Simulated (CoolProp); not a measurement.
A simple Rankine cycle with trans-2-butene: condensing at 311.15 K, boiler at 3.46 MPa, turbine inlet 421.6 K, turbine efficiency 0.65, pump efficiency 0.6, no recuperator. Each further row changes one setting.

Values from CoolProp's reference Helmholtz-energy equation of state, Lemmon 2005. It is a short technical equation, of lower accuracy than the large ones.

```
case                             thermal efficiency (%)  net work (kJ/kg)  heat in (kJ/kg)  turbine exit temperature (K)  volume ratio over the turbine
-------------------------------  ----------------------  ----------------  ---------------  ----------------------------  -----------------------------
as stated                                          11.2              51.4              459                         333.7                           14.6
turbine inlet 441.6 K                              11.7              62.4              532                         367.4                           12.2
condensing temperature 303.15 K                    12.1              57.8              478                    (withheld)                     (withheld)
boiler pressure 2.42 MPa                           10.6              54.9              518                         363.6                           7.88
turbine efficiency 0.55                             9.2              42.1              459                         338.8                     (withheld)
```

**Question.** Fill in the missing entries.

**Answer.** 
- condensing temperature 303.15 K, turbine exit temperature (K): 328.5
- condensing temperature 303.15 K, volume ratio over the turbine: 18.5
- turbine efficiency 0.55, volume ratio over the turbine: 14.9
